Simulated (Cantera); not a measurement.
**Stirred combustor or abatement burner**

A perfectly stirred reactor is fed with C₃H₈ : O₂ : N₂ : H₂O = 1 : 2.94 : 11.1 : 3 (molar parts), at 0.870 bar; it is adiabatic with a 600 K inlet, and is followed from long to short residence time, starting on the burning branch (τ in s: 0.15, 0.072, 0.036, 0.018, 0.0087, 0.0043, 0.0021, 0.001, 0.00051, 0.00025, 0.00012, 6.1e-05, 3e-05).

Model: GRI-Mech 3.0 (53 species, 325 reactions), integrated in Cantera. GRI-Mech 3.0 was tuned for natural gas; its chemistry of propane as a main component is partial and can be far from experiment.

```
τ (s)    T (K)    x C₃H₈      x O₂  x H₂O    x CH₄    x C₂H₄
-------  -----  --------  --------  -----  -------  --------
0.15      1844   1.48e-6  0.000277  0.236  0.00200   3.00e-5
0.072     1844   2.84e-6  0.000474  0.238  0.00234   5.14e-5
0.036     1842   5.22e-6  0.000772  0.240  0.00260   8.33e-5
0.018     1837   9.53e-6   0.00124  0.243  0.00281  0.000133
0.0087    1828   1.80e-5   0.00203  0.245  0.00301  0.000219
0.0043    1813   3.39e-5   0.00334  0.247  0.00324  0.000365
0.0021    1784   6.93e-5   0.00581  0.249  0.00365  0.000663
0.0010    1712  0.000194    0.0125  0.250  0.00483   0.00165
0.00051    600    0.0554     0.163  0.166   <1e-12    <1e-12
0.00025    600    0.0554     0.163  0.166   <1e-12    <1e-12
0.00012    600    0.0554     0.163  0.166   <1e-12    <1e-12
6.1e-5     600    0.0554     0.163  0.166   <1e-12    <1e-12
3.0e-5     600    0.0554     0.163  0.166   <1e-12    <1e-12
```
x: mole fraction; the columns are a selection and need not sum to one.
